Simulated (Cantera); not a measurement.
Input: 1 mol FeCl3, 24 mol H2, 0.73 mol HCl, equilibrated at 29000 Pa.

These are equilibrium values from Cantera (NASA tables, ideal gas, pure condensed phases), not measurements of a reactor. Candidate condensed phases: Fe, FeCl2, FeCl3; 11 gas species. Equilibrium is a limit: real reactors are often held back by kinetics, nucleation or transport.

Task: What share of the Fe ends up in condensed phases as a function of T (K), at 1073, 1173, 1273, 1373, 1473, 1573, 1673, 1773, 1873, 1973, 2073, 2173?

Result: 
```json
[
 {"T (K)": "1073", "Fe condensed (%)": "87.0", "as": "Fe(α)"},
 {"T (K)": "1173", "Fe condensed (%)": "82.5", "as": "Fe(α)"},
 {"T (K)": "1273", "Fe condensed (%)": "78.1", "as": "Fe(γ)"},
 {"T (K)": "1373", "Fe condensed (%)": "73.7", "as": "Fe(γ)"},
 {"T (K)": "1473", "Fe condensed (%)": "69.5", "as": "Fe(γ)"},
 {"T (K)": "1573", "Fe condensed (%)": "65.6", "as": "Fe(γ)"},
 {"T (K)": "1673", "Fe condensed (%)": "62.0", "as": "Fe(δ)"},
 {"T (K)": "1773", "Fe condensed (%)": "58.7", "as": "Fe(δ)"},
 {"T (K)": "1873", "Fe condensed (%)": "56.2", "as": "Fe(l)"},
 {"T (K)": "1973", "Fe condensed (%)": "53.4", "as": "Fe(l)"},
 {"T (K)": "2073", "Fe condensed (%)": "47.5", "as": "Fe(l)"},
 {"T (K)": "2173", "Fe condensed (%)": "34.3", "as": "Fe(l)"}
]
```
